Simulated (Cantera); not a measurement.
Thermodynamics of carbothermic reduction, feed MgO + CO + H2

Charge: 1 mol MgO, 0.71 mol CO, 9.2 mol H2, equilibrated at 2475 K.

Cantera equilibrium calculation (NASA polynomials, part measured and part estimated; ideal gas, pure solids and liquids). Candidate condensed phases: C, C6H6, C7H8, C8H18, H2O, Mg, MgCO3, MgO, Mg(OH)2; 116 gas species. The tables' values for MgH are old estimates; treat these amounts as uncertain. Rates play no part.

From 10.0 Pa to 0.130 bar nothing is condensed. From 0.560 bar to 10.0 bar the condensed part is MgO(s). The main Mg-bearing gas is Mg throughout.

| P (Pa) | log p H2 | log p H | log p Mg | log p H2O | log p CO | log p O | log p OH | log p MgOH | n MgO(s) |
|---|---|---|---|---|---|---|---|---|---|
| 10 | -4.96 | -4.13 | -5.27 | -6.22 | -5.42 | -5.43 | -6.08 | -9.50 | 0 |
| 42 | -3.95 | -3.62 | -4.58 | -4.90 | -4.73 | -5.12 | -5.27 | -7.99 | 0 |
| 180 | -3.10 | -3.20 | -3.87 | -3.98 | -4.03 | -5.05 | -4.77 | -6.79 | 0 |
| 750 | -2.36 | -2.83 | -3.21 | -3.25 | -3.37 | -5.06 | -4.42 | -5.78 | 0 |
| 3200 | -1.67 | -2.48 | -2.56 | -2.58 | -2.71 | -5.08 | -4.09 | -4.79 | 0 |
| 13000 | -1.04 | -2.17 | -1.94 | -1.95 | -2.09 | -5.09 | -3.78 | -3.87 | 0 |
| 56000 | -0.37 | -1.83 | -1.41 | -1.41 | -1.44 | -5.22 | -3.57 | -3.13 | 0.221 |
| 240000 | 0.31 | -1.49 | -1.08 | -1.07 | -0.79 | -5.55 | -3.57 | -2.79 | 0.620 |
| 1000000 | 0.95 | -1.17 | -0.76 | -0.74 | -0.16 | -5.86 | -3.56 | -2.47 | 0.811 |
log p: log10 of the partial pressure in bar; n: condensed amount in mol.
